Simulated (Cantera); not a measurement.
What does this Cantera script print?

```python
import numpy as np
import cantera as ct

gas_names = """
    H HNO HNO2 HNO3 HO2 H2 H2O H2O2 N NH NH2 NH3 NH2OH NO NO2 NO3 N2 N2H2 N2H4 N2O O OH O2 O3 Si SiH
    SiH2 SiH3 SiH4 SiN SiO SiO2 Si2 Si2N Si3
""".split()
cond_names = """
    H2O(s) H2O(L) Si(cr) Si(L) SiO2(Lqz) SiO2(hqz) SiO2(L) Si2N2O(s) Si3N4(a)
""".split()


def load(file, names, dense=False):
    # The tables refer to 1 bar. Condensed volumes are neglected.
    table = {s.name: s for s in ct.Species.list_from_file(file)}
    out = []
    for n in names:
        d = dict(table[n].input_data)
        d["thermo"] = dict(d["thermo"], **{"reference-pressure": 1e5})
        if dense:
            d["equation-of-state"] = {"model": "constant-volume", "density": "1e6 g/cm^3"}
        out.append(ct.Species.from_dict(d))
    return out


gas = ct.Solution(thermo="ideal-gas", species=load("nasa_gas.yaml", gas_names))
cond = {s.name: ct.Solution(thermo="fixed-stoichiometry", species=[s], name=s.name)
        for s in load("nasa_condensed.yaml", cond_names, dense=True)}
atoms = {
    'Si2H6': {'Si': 2, 'H': 6},
    'NO': {'N': 1, 'O': 1},
    'H2': {'H': 2},
}
top_T = {'Si2N2O(s)': 2100, 'Si3N4(a)': 2400}  # K; cautious upper limits of use, not melting points


def equilibrate(T, P, feed):
    n = {}
    for name, mol in feed.items():
        for a, k in atoms[name].items():
            n[a] = n.get(a, 0.0) + k * mol
    gas.TPX = T, P, n
    mass = sum(n.values()) * gas.mean_molecular_weight
    gas.equilibrate("TP")
    valid = [c for c in cond.values() if c.min_temp <= T <= top_T.get(c.name, c.max_temp)]
    mix = ct.Mixture([(gas, mass / gas.mean_molecular_weight)] + [(c, 0.0) for c in valid])
    mix.T, mix.P = T, P
    mix.equilibrate("TP", solver="vcs", rtol=1e-11, max_steps=5000)
    return mix


results = []
feed = {'Si2H6': 1, 'NO': 5.4, 'H2': 73}  # mol
T = 700  # K
P = 15  # Pa
mix = equilibrate(T, P, feed)
results.append((T, P, feed, dict(zip(mix.species_names, mix.species_moles))))
print(gas.report(threshold=1e-05))
for i in range(1, mix.n_phases):
    print(f"{mix.phase(i).name:16s} {mix.phase_moles(i):12.5e} mol")
```

Output:

```
       temperature   700 K
          pressure   15 Pa
           density   8.228e-06 kg/m^3
  mean mol. weight   3.1925 kg/kmol
   phase of matter   gas

                          1 kg             1 kmol
                     ---------------   ---------------
          enthalpy        2.3489e+06        7.4989e+06  J
   internal energy        5.2586e+05        1.6788e+06  J
           entropy             73306        2.3403e+05  J/K
    Gibbs function       -4.8966e+07       -1.5632e+08  J
 heat capacity c_p            9251.9             29537  J/K
 heat capacity c_v            6647.5             21222  J/K

                      mass frac. Y      mole frac. X     chem. pot. / RT
                     ---------------   ---------------   ---------------
                H2           0.59858            0.9479           -25.556
               H2O           0.10038          0.017789           -78.253
                N2           0.30104          0.034307            -36.21
     [  +32 minor]        1.2815e-06        2.4023e-07

Si(cr)            0.00000e+00 mol
SiO2(Lqz)         2.00000e+00 mol
Si2N2O(s)         0.00000e+00 mol
Si3N4(a)          0.00000e+00 mol
```

Equilibrium computed with Cantera from the NASA thermochemical tables; the gas is ideal and each condensed phase is pure. The feed counts by its element totals alone.
